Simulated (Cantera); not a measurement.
# Low-pressure radical oxidation in H2/O2

An isothermal, constant-pressure homogeneous reactor starts with 0.754 % H₂, 99.2 % O₂, at 975 K and 1.13 Torr.

Model: GRI-Mech 3.0 (53 species, 325 reactions), integrated in Cantera. Radical loss at walls, strong at low pressure, is not modelled.

```csv
t (s),x H₂,x O₂,x HO₂,x OH,x H,x H₂O₂,x O
2.00e-5,0.00754,0.992,<1e-12,<1e-12,<1e-12,<1e-12,<1e-12
6.21e-5,0.00754,0.992,<1e-12,<1e-12,<1e-12,<1e-12,<1e-12
0.000193,0.00754,0.992,<1e-12,<1e-12,<1e-12,<1e-12,<1e-12
0.000599,0.00754,0.992,2.43e-12,<1e-12,1.98e-12,<1e-12,<1e-12
0.00186,0.00754,0.992,7.54e-12,3.22e-12,4.43e-12,<1e-12,3.47e-12
0.00578,0.00754,0.992,2.35e-11,1.70e-11,8.73e-12,<1e-12,2.14e-11
0.0179,0.00754,0.992,7.30e-11,9.22e-11,2.85e-11,<1e-12,1.51e-10
0.0557,0.00754,0.992,2.36e-10,2.07e-9,5.58e-10,<1e-12,3.96e-9
0.173,0.00750,0.992,6.74e-8,1.55e-5,4.24e-6,1.25e-11,3.00e-5
0.537,3.74e-5,0.986,2.55e-7,0.000283,0.000525,1.82e-9,0.00588
1.67,2.19e-5,0.987,2.16e-7,0.000228,0.000343,1.46e-9,0.00479
5.18,1.25e-5,0.990,1.71e-7,0.000172,0.000145,1.49e-9,0.00269
16.1,3.81e-6,0.992,9.92e-8,9.52e-5,2.45e-5,1.44e-9,0.000824
50.0,6.44e-7,0.992,3.86e-8,3.94e-5,1.74e-6,1.18e-9,0.000141
```
x: mole fraction; the columns are a selection and need not sum to one.

Equilibrium at this temperature and pressure: H₂ 8.04e-12, O₂ 0.992, HO₂ 1.07e-10, OH 1.44e-7, H <1e-12, H₂O₂ <1e-12, O 1.87e-9 (gas phase only).
